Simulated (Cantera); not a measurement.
Predominance diagram of Cu at 1725 K against the partial pressures of O2 and H2O (log10, bar). Cantera with NASA thermochemical tables; ideal gases at 1 bar, condensed phases pure. Candidates: Cu(l), Cu2O(l). Only these pure phases compete in this equilibrium. 

```
log p(H2O) \ log p(O2)
        columns: -11, -10.3, -9.5, -8.8, -8.1, -7.3, -6.6, -5.9, -5.1, -4.4, -3.7, -2.9, -2.2, -1.5, -0.7, 0
      1  A A A B B B B B B B B B C C C C
      0  B B B B B B B B B B B B C C C C
     -1  B B B B B B B B B B B B C C C C
     -2  B B B B B B B B B B B B C C C C
     -3  B B B B B B B B B B B B C C C C
     -4  B B B B B B B B B B B B C C C C
     -5  B B B B B B B B B B B B C C C C
     -6  B B B B B B B B B B B B C C C C
     -7  B B B B B B B B B B B B C C C C
     -8  B B B B B B B B B B B B C C C C
     -9  B B B B B B B B B B B B C C C C
    -10  B B B B B B B B B B B B C C C C
    -11  B B B B B B B B B B B B C C C C
```

A: out of reach (another gas would pass 10 bar, or a non-metal would condense); B: Cu(l); C: Cu2O(l).
